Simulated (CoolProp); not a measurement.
Vapour-liquid equilibrium of acetone (1) + n-decane (2) at 0.0396 MPa; x and y are mole fractions of (1).

Computed with CoolProp (multi-fluid Helmholtz-energy mixture model, Lemmon 2006 and Lemmon 2006; pair parameters Bell 2016).

```csv
x,"bubble temperature, mixture model (K)","bubble temperature, Raoult's law (K)","y, mixture model","y, Raoult's law"
0.05,370.4,385.3,0.788,0.635
0.125,338.6,361.8,0.953,0.868
0.2,324.3,348.0,0.980,0.935
0.275,317.0,338.7,0.987,0.963
0.35,313.0,331.8,0.991,0.977
0.425,310.9,326.4,0.992,0.985
0.5,309.9,321.9,0.993,0.990
0.575,309.3,318.2,0.993,0.993
0.65,308.9,315.0,0.994,0.995
0.725,308.4,312.2,0.994,0.997
0.8,307.7,309.7,0.995,0.998
0.875,306.7,307.4,0.996,0.999
0.95,305.3,305.4,0.998,1.000
```

The largest gap from Raoult's law is -23.7 K in bubble temperature, at x = 0.2. No azeotrope shows between x = 0.05 and 0.95.

The pair parameters rest on a limited set of measurements; away from them the model extrapolates. With so large a gap from Raoult's law the liquid may split in two, which this calculation doesn't test in full.
